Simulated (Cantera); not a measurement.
A diamond (100) surface in a fixed gas of H2 with x(CH4) = 0.0073, x(H) = 0.0012, x(CH3) = 1.1e-05, 0.0230 bar; coverages are run to steady state.

Detailed kinetics in Cantera: the Harris–Goodwin 1993 mechanism for the reconstructed diamond (100) surface.

One state of this run: growth (µm/h) = 0.0104; θ c6HH = 0.395; θ c6H* = 0.0560; θ c6*H = 0.513; θ c6** = 0.0362; θ c6HM = 1.27e-6. θ: site fractions in the mechanism's names (c6HH fully hydrogenated, c6H* and c6*H radical sites, c6** diradical, c6HM methylated).

Which value of T (K) does it belong to?
A. 1050
B. 1300
C. 900
D. 1400

D, 1400
